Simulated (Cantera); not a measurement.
## Ammonia decomposition in nitride growth gas

An isothermal, constant-pressure homogeneous reactor starts with NH3 : H2 : N2 = 1 : 10 : 0.078 (molar parts), at 2173 K and 0.168 atm.

Computed with Cantera and the gas-phase N/H chemistry of the illustrative SiF4/NH3 mechanism in the Surface Chemkin manual (1991). Walls and surfaces, which speed up NH3 decomposition in real reactors, are not modelled.

| t (s) | x NH3 | x H2 | x N2 | x N2H4 | x NH | x H | x NH2 |
|---|---|---|---|---|---|---|---|
| 0.000100 | 0.0902 | 0.903 | 0.00704 | 4.94e-11 | 2.08e-7 | 0.000155 | 4.78e-5 |
| 0.000305 | 0.0901 | 0.902 | 0.00704 | 4.49e-10 | 1.91e-6 | 0.000468 | 0.000144 |
| 0.000932 | 0.0896 | 0.902 | 0.00713 | 3.25e-9 | 1.38e-5 | 0.00127 | 0.000387 |
| 0.00285 | 0.0861 | 0.903 | 0.00859 | 6.02e-9 | 2.64e-5 | 0.00180 | 0.000527 |
| 0.00869 | 0.0752 | 0.909 | 0.0135 | 5.08e-9 | 2.56e-5 | 0.00191 | 0.000484 |
| 0.0265 | 0.0497 | 0.923 | 0.0251 | 2.96e-9 | 2.27e-5 | 0.00224 | 0.000370 |
| 0.0809 | 0.0129 | 0.941 | 0.0419 | 5.30e-10 | 1.59e-5 | 0.00373 | 0.000157 |
| 0.247 | 0.000150 | 0.941 | 0.0475 | <1e-12 | 1.67e-6 | 0.0111 | 5.45e-6 |
| 0.754 | 1.87e-5 | 0.941 | 0.0476 | <1e-12 | 2.20e-7 | 0.0114 | 6.99e-7 |
| 2.30 | 5.09e-6 | 0.941 | 0.0476 | <1e-12 | 5.98e-8 | 0.0114 | 1.90e-7 |
| 7.03 | 1.63e-6 | 0.941 | 0.0476 | <1e-12 | 1.91e-8 | 0.0114 | 6.08e-8 |
| 21.5 | 6.74e-7 | 0.941 | 0.0476 | <1e-12 | 7.91e-9 | 0.0114 | 2.51e-8 |
| 65.5 | 5.24e-7 | 0.941 | 0.0476 | <1e-12 | 6.15e-9 | 0.0114 | 1.95e-8 |
| 200 | 5.22e-7 | 0.941 | 0.0476 | <1e-12 | 6.12e-9 | 0.0114 | 1.95e-8 |
x: mole fraction; the columns are a selection and need not sum to one.

Equilibrium at this temperature and pressure: NH3 5.22e-7, H2 0.941, N2 0.0476, N2H4 <1e-12, NH 6.12e-9, H 0.0114, NH2 1.95e-8 (gas phase only).
